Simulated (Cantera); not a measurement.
Cantera run:

```python
import numpy as np
import cantera as ct

gas_names = [...]  # 87 gases of nasa_gas.yaml made of C, H, Si
cond_names = """
    C(gr) C6H6(L) C7H8(L) C8H18(L),n-octa Si(cr) Si(L) SiC(b)
""".split()


# ... load() reads the species with a 1 bar reference pressure and builds the phases ...
atoms = {
    'CH3SiH3': {'C': 1, 'H': 6, 'Si': 1},
    'C2H2': {'C': 2, 'H': 2},
    'H2': {'H': 2},
    'CH4': {'C': 1, 'H': 4},
}
top_T = {'C(gr)': 4500, 'SiC(b)': 3050}  # K; cautious upper limits of use, not melting points


# ... equilibrate(T, P, feed) seeds the gas with the atoms and calls Mixture.equilibrate('TP', solver="vcs", rtol=1e-11, max_steps=5000) ...
results = []
feed = {'CH3SiH3': 1, 'C2H2': 0.07, 'H2': 1.8, 'CH4': 0.096}  # mol
T = 2023.15  # K
P = 1000  # Pa
mix = equilibrate(T, P, feed)
results.append((T, P, feed, dict(zip(mix.species_names, mix.species_moles))))
print(gas.report(threshold=1e-05))
for i in range(1, mix.n_phases):
    print(f"{mix.phase(i).name:16s} {mix.phase_moles(i):12.5e} mol")
```

It prints:

```
       temperature   2023.2 K
          pressure   1000 Pa
           density   0.00012064 kg/m^3
  mean mol. weight   2.0293 kg/kmol
   phase of matter   gas

                          1 kg             1 kmol
                     ---------------   ---------------
          enthalpy        2.8569e+07        5.7975e+07  J
   internal energy        2.0279e+07        4.1153e+07  J
           entropy        1.1211e+05         2.275e+05  J/K
    Gibbs function       -1.9824e+08       -4.0229e+08  J
 heat capacity c_p             16783             34057  J/K
 heat capacity c_v             12685             25743  J/K

                      mass frac. Y      mole frac. X     chem. pot. / RT
                     ---------------   ---------------   ---------------
    C2H2,acetylene          0.011242         0.0008762           -29.722
                 H         0.0093475          0.018818           -12.071
                H2           0.97348            0.9799           -24.143
                Si         0.0047068        0.00034009           -8.7706
              SiC2        0.00040219        1.5663e-05            -14.35
               SiH        0.00031032        2.1645e-05           -20.842
              Si2C        0.00034499        1.0268e-05           -20.331
     [  +80 minor]        0.00016698        1.3468e-05

C(gr)             2.28863e-01 mol
Si(L)             0.00000e+00 mol
SiC(b)            9.97927e-01 mol
```

Cantera equilibrium calculation (NASA polynomials, part measured and part estimated; ideal gas, pure solids and liquids). The feed counts by its element totals alone.
